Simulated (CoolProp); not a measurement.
The numbers come from the reference Helmholtz-energy equation of state, Tillner-Roth 1997 in CoolProp.

Question: For CH2F2 (R32), give the phase and the density (kg/m³), cp (kJ/(kg K)), speed of sound (m/s), fugacity coefficient at 90.95 °C and 1.63 MPa; 90.95 °C and 3.34 MPa; 90.95 °C and 14.1 MPa.

Answer: 
- 90.95 °C and 1.63 MPa: gas; density 31.2, cp 1.10, speed of sound 249, fugacity coefficient 0.906
- 90.95 °C and 3.34 MPa: gas; density 73.7, cp 1.40, speed of sound 229, fugacity coefficient 0.812
- 90.95 °C and 14.1 MPa: supercritical; density 755, cp 2.27, speed of sound 383, fugacity coefficient 0.372
